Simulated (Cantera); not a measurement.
Input: 1 mol Si, 0.032 mol CO2, 340 mol H2, equilibrated at 1423.15 K and 0.000825 Torr.

Equilibrium computed with Cantera from the NASA thermochemical tables; the gas is ideal and each condensed phase is pure. Candidate condensed phases: C, C6H6, C7H8, C8H18, H2O, Si, SiC, SiO2; 123 gas species. Mutual solubility and eutectic melting of coexisting phases are not modelled. Rates play no part.

Base state: H2 0.992, H 0.00632, Si 0.00139, SiO 0.000184 (mole fractions); condensed: Si(s) + SiC(s).

### Question
What changes in the equilibrium state with this change: pressure from 0.000825 Torr to 66.8 Torr?

### Answer
| species | before | after |
|---|---|---|
| H2 | 0.992 | 1.000 |
| SiO | 0.000184 | 0.000184 |
| H | 0.00632 | 2.23e-5 |
| Si | 0.00139 | 1.72e-8 |
| Si(s), mol | 0.427 | 0.907 |
| SiC(s), mol | 0.0303 | 0.0301 |

### Question
What changes in the equilibrium state with this change: pressure from 0.000825 Torr to 0.0263 Torr?

### Answer
```tsv
species	before	after
H2	0.992	0.999
H	0.00632	0.00112
SiO	0.000184	0.000184
Si	0.00139	4.38e-5
Si(s), mol	0.427	0.891
SiC(s), mol	0.0303	0.0307
```

### Question
What changes in the equilibrium state with this change: temperature from 1423.15 K to 2048 K?

### Answer
| species | before | after |
|---|---|---|
| H | 0.00632 | 0.843 |
| H2 | 0.992 | 0.156 |
| Si | 0.00139 | 0.00164 |
| CO | 3.71e-6 | 5.43e-5 |
| SiO | 0.000184 | 5.43e-5 |
| Si(s), mol | 0.427 | 0 |
| SiC(s), mol | 0.0303 | 0 |
